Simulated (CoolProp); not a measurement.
Aqueous propylene glycol as a coolant, 60 % by mass, freezing at -50.0 °C, 1 atm.

Values from CoolProp's Melinder's fits for secondary coolants.

```tsv
T (°C)	conductivity (W/(m K))	viscosity (mPa s)	density (kg/m³)	Prandtl number
-12.7	0.311	74.5	1063	(withheld)
-7.9	0.312	(withheld)	(withheld)	527
-3.1	0.314	(withheld)	1058	372
1.7	0.316	26.1	1055	269
6.5	0.317	(withheld)	1052	199
11.3	0.319	14.6	1049	151
16	0.321	11.3	(withheld)	117
20.8	0.322	8.93	1042	92.6
25.6	0.324	7.16	1039	74.4
30.4	0.326	5.84	1036	60.8
35.2	0.327	4.84	1032	(withheld)
```

**Question.** Complete the blanks.

**Answer.** 
- -12.7, Prandtl number: 766
- -7.9, viscosity (mPa s): 51.2
- -7.9, density (kg/m³): 1061
- -3.1, viscosity (mPa s): 36.1
- 6.5, viscosity (mPa s): 19.3
- 16, density (kg/m³): 1046
- 35.2, Prandtl number: 50.4
